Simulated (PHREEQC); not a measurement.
Dissolve 12 mmol/kgw NaOH and 1.7 mmol/kgw K2SiO3 at 20 °C. Closed to the air; pH follows from the charge balance.

Equilibrium calculation in PHREEQC: ion-association model, wateq4f.dat.

Each row changes one thing in this solution. Precipitation was switched off in this run.

```tsv
case	pH	ionic strength (mol/kgw)
as made	12.24	0.0156
0.00029 mol/kgw Fe(NO3)3 added	…	0.0156
K2SiO3 from 0.0017 to 0.0034 mol/kgw	12.28	0.0192
0.011 mol/kgw HBr added	11.54	0.0154
NaOH replaced by NaH2PO4 at the same molality	6.64	0.0187
K2SiO3 replaced by KH2PO4 at the same molality	…	0.0170
NaOH from 0.012 to 0.018 mol/kgw	12.39	0.0217
```

Task: Fill in the missing entries.

Result: 
- 0.00029 mol/kgw Fe(NO3)3 added, pH: 12.21
- K2SiO3 replaced by KH2PO4 at the same molality, pH: 12.09

Some of these states are supersaturated (in Fe(OH)3(a), Hematite (slow to form), Quartz (slow to form), for instance).
